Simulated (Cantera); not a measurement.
A closed system holds: 1 mol SiHCl₃, 4 mol HCl, 22 mol N₂, at 1525 K and 2.78 Torr.

Cantera equilibrium calculation (NASA polynomials, part measured and part estimated; ideal gas, pure solids and liquids). Candidate condensed phases: NH₄Cl, Si, Si₃N₄; 28 gas species. The tables' values for SiCl₃ are old estimates; treat these amounts as uncertain. The numbers say what is thermodynamically allowed, not how fast it happens.

Base state: N₂ 0.791, HCl 0.164, SiCl₂ 0.0254, H₂ 0.00774, SiCl₃ 0.00614, SiCl₄ 0.00440, Cl 0.000582, H 3.42e-5 (mole fractions); condensed: gas only.

Question: What changes in the equilibrium state with this change: pressure from 2.78 Torr to 1.20 Torr?

Answer: 
```tsv
species	before	after
N₂	0.791	0.790
HCl	0.164	0.168
SiCl₂	0.0254	0.0279
H₂	0.00774	0.00592
SiHCl₃	2.35e-5	1.13e-5
Cl	0.000582	0.00103
```

Question: What changes in the equilibrium state with this change: pressure from 2.78 Torr to 1 atm?

Answer: 
```json
[
 {"species": "N₂", "before": "0.791", "after": "0.809"},
 {"species": "HCl", "before": "0.164", "after": "0.125"},
 {"species": "H₂", "before": "0.00774", "after": "0.0291"},
 {"species": "SiCl₄", "before": "0.00440", "after": "0.0265"},
 {"species": "SiCl₂", "before": "0.0254", "after": "0.00363"},
 {"species": "Cl", "before": "0.000582", "after": "1.38e-5"},
 {"species": "SiHCl₃", "before": "2.35e-5", "after": "0.000698"},
 {"species": "H", "before": "3.42e-5", "after": "4.01e-6"},
 {"species": "SiCl₃", "before": "0.00614", "after": "0.00569"},
 {"species": "Si₃N₄(s), mol", "before": "0", "after": "0.00231"}
]
```
